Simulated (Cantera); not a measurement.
**Premixed flame**

A freely propagating, adiabatic, planar premixed flame of 5.35 % CH4, 1.28 % C2H6, 2.67 % C3H8, 19.0 % O2, 71.7 % N2, unburnt at 300 K and 0.580 bar; mixture-averaged transport, grid criteria slope 0.08 and curve 0.16, no radiation.

Model: GRI-Mech 3.0 (53 species, 325 reactions), integrated in Cantera. GRI-Mech 3.0 was tuned for natural gas; its chemistry of propane as a main component is partial and can be far from experiment. Burning velocities carry a grid error of a few per cent, more on coarse grids.

| z (mm) | T (K) | u (m/s) | x CH4 | x C2H6 | x C3H8 | x OH | x HCO | x H2 |
|---|---|---|---|---|---|---|---|---|
| -3.78 | 300 | 0.189 | 0.0533 | 0.0128 | 0.0267 | <1e-8 | <1e-8 | 0.00280 |
| -2.52 | 303 | 0.192 | 0.0529 | 0.0127 | 0.0265 | <1e-8 | <1e-8 | 0.00845 |
| -1.89 | 317 | 0.203 | 0.0522 | 0.0126 | 0.0263 | <1e-8 | <1e-8 | 0.0159 |
| -1.26 | 428 | 0.278 | 0.0487 | 0.0121 | 0.0256 | <1e-8 | <1e-8 | 0.0303 |
| -0.631 | 900 | 0.609 | 0.0356 | 0.00897 | 0.0179 | 2.01e-6 | 6.83e-8 | 0.0496 |
| -0.315 | 1288 | 0.897 | 0.0241 | 0.00484 | 0.00629 | 2.92e-5 | 3.74e-6 | 0.0588 |
| 0 | 1646 | 1.17 | 0.0102 | 0.000559 | 0.000117 | 0.000253 | 1.54e-5 | 0.0647 |
| 0.315 | 1822 | 1.30 | 0.00271 | 2.09e-5 | 4.96e-8 | 0.000514 | 6.93e-6 | 0.0664 |
| 0.631 | 1881 | 1.34 | 0.000918 | 2.15e-6 | <1e-8 | 0.000545 | 2.32e-6 | 0.0680 |
| 1.26 | 1913 | 1.36 | 0.000279 | 1.47e-7 | <1e-8 | 0.000425 | 4.43e-7 | 0.0711 |
| 2.52 | 1927 | 1.37 | 0.000117 | 1.53e-8 | <1e-8 | 0.000281 | 1.01e-7 | 0.0737 |
| 5.04 | 1933 | 1.38 | 6.59e-5 | <1e-8 | <1e-8 | 0.000183 | 3.69e-8 | 0.0750 |
| 10.1 | 1936 | 1.38 | 3.88e-5 | <1e-8 | <1e-8 | 0.000123 | 1.91e-8 | 0.0755 |
x: mole fraction of selected species; z is measured from the peak of heat release.

```yaml
laminar_burning_velocity: 18.9 cm/s
thermal_thickness: 1.26 mm
peak x(OH): 0.000553
peak x(HCO): 1.58e-5
peak x(H2): 0.0758
grid_points: 149
```
